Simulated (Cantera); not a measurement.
A perfectly stirred reactor is fed with N2O : O2 = 1 : 2.7 (molar parts), at 760 Torr; it is held at 1250 K, and followed from long to short residence time.

Computed with Cantera and GRI-Mech 3.0 (53 species, 325 reactions). GRI-Mech 3.0 was tuned for natural gas; its chemistry of N2O as a main component is partial and can be far from experiment. The mechanism lacks the step 2 NO + O2 → 2 NO2, which can matter for NO2 below about 1400 K. The temperature is held fixed by assumption; the heat of reaction is taken as removed at once.

### Question
What does this change do: O2 2.7 to 0.46 parts?

### Answer
```
quantity                 before     after
---------------------  --------  --------
x(N2O) at τ = 1.40 s     0.0943     0.214
x(O2) at τ = 1.40 s       0.743     0.419
x(NO) at τ = 1.40 s      0.0146    0.0330
x(NO2) at τ = 1.40 s   0.000158  0.000347
x(N2) at τ = 1.40 s       0.148     0.335
x(N2O) at τ = 75.0 ms     0.241     0.599
x(O2) at τ = 75.0 ms      0.732     0.333
x(NO) at τ = 75.0 ms    0.00313   0.00779
x(NO2) at τ = 75.0 ms   3.07e-5   7.47e-5
x(N2) at τ = 75.0 ms     0.0242    0.0602
```

### Question
What does this change do: N2O 1 to 0.24 parts?

### Answer
```json
[
 {"quantity": "x(N2O) at τ = 1.40 s", "before": "0.0943", "after": "0.0301"},
 {"quantity": "x(O2) at τ = 1.40 s", "before": "0.743", "after": "0.918"},
 {"quantity": "x(NO) at τ = 1.40 s", "before": "0.0146", "after": "0.00465"},
 {"quantity": "x(NO2) at τ = 1.40 s", "before": "0.000158", "after": "5.11e-5"},
 {"quantity": "x(N2) at τ = 1.40 s", "before": "0.148", "after": "0.0472"},
 {"quantity": "x(N2O) at τ = 75.0 ms", "before": "0.241", "after": "0.0735"},
 {"quantity": "x(O2) at τ = 75.0 ms", "before": "0.732", "after": "0.918"},
 {"quantity": "x(NO) at τ = 75.0 ms", "before": "0.00313", "after": "0.000955"},
 {"quantity": "x(NO2) at τ = 75.0 ms", "before": "3.07e-5", "after": "9.45e-6"},
 {"quantity": "x(N2) at τ = 75.0 ms", "before": "0.0242", "after": "0.00738"}
]
```
